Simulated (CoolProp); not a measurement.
Properties of n-heptane along the isobar 787 kPa.

Model: reference Helmholtz-energy equation of state, Span 2003, in CoolProp. It is a short technical equation, of lower accuracy than the large ones.

```tsv
T (K)	phase	density (kg/m³)	cp (kJ/(kg K))	cv (kJ/(kg K))
201.6	liquid	760.3	1.984	1.518
242.4	liquid	726.4	2.063	1.605
283.2	liquid	692.8	2.185	1.725
324	liquid	658.3	2.342	1.869
364.8	liquid	621.8	2.523	2.028
405.6	liquid	581.5	2.725	2.190
446.4	liquid	534.1	2.968	2.352
487.2	gas	23.45	2.650	2.446
528	gas	20.41	2.735	2.578
```
